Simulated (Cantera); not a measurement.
Fe + O2 + CO (metals in furnace atmospheres)

Feed: 1 mol Fe, 0.0056 mol O2, a varied amount of CO, equilibrated at 1925 K and 1000 Pa.

Cantera equilibrium calculation (NASA polynomials, part measured and part estimated; ideal gas, pure solids and liquids). Candidate condensed phases: C, Fe, Fe(CO)5, FeO, Fe2O3, Fe3O4; 15 gas species. Equilibrium is a limit: real reactors are often held back by kinetics, nucleation or transport.

From 0.57 mol CO to 48 mol CO the condensed part is Fe(l). At 91 mol CO nothing is condensed. The main Fe-bearing gas is Fe throughout. The share of Fe in condensed phases is highest at 0.57 mol CO (99.1 %) and lowest at 91 mol CO (0.0 %).

| n(CO) (mol) | x CO | x CO2 | x Fe | x FeO | n Fe(l) |
|---|---|---|---|---|---|
| 0.57 | 0.965 | 0.0193 | 0.0152 | 2.16e-5 | 0.991 |
| 1.1 | 0.975 | 0.0100 | 0.0152 | 1.11e-5 | 0.983 |
| 2 | 0.979 | 0.00551 | 0.0152 | 6.07e-6 | 0.969 |
| 3.8 | 0.982 | 0.00290 | 0.0152 | 3.19e-6 | 0.941 |
| 7.2 | 0.983 | 0.00153 | 0.0152 | 1.68e-6 | 0.889 |
| 14 | 0.984 | 0.000787 | 0.0152 | 8.64e-7 | 0.784 |
| 26 | 0.984 | 0.000424 | 0.0152 | 4.65e-7 | 0.599 |
| 48 | 0.985 | 0.000230 | 0.0152 | 2.52e-7 | 0.261 |
| 91 | 0.989 | 0.000122 | 0.0109 | 9.52e-8 | 0 |
x: gas mole fraction; n: condensed amount in mol.
